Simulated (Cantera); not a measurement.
Charge: 1 mol SiF4, 1.3 mol N2, 14 mol H2, held at 1400 K and 75.0 Torr.

Equilibrium computed with Cantera from the NASA thermochemical tables; the gas is ideal and each condensed phase is pure. Candidate condensed phases: Si, Si3N4; 37 gas species. The tables' values for SiF3, SiF2 are old estimates; treat these amounts as uncertain. The numbers say what is thermodynamically allowed, not how fast it happens.

Base state: H2 0.854, N2 0.0796, SiF4 0.0564, HF 0.00499, SiF3 0.00255, SiHF3 0.00219, SiF2 7.95e-5, SiH2F2 3.97e-5 (mole fractions); condensed: gas only.

What changes in the equilibrium state with this change: N2 from 1.3 to 11 mol?


```tsv
species	before	after
H2	0.854	0.535
N2	0.0796	0.422
SiF4	0.0564	0.0355
SiH2F2	3.97e-5	1.24e-5
SiHF3	0.00219	0.000973
SiF2	7.95e-5	3.96e-5
Si3N4(s), mol	0	0.00418
```
N2 is the only nitrogen source here; it is nearly inert below about 1500 K, so the nitride shown seldom forms there in practice.
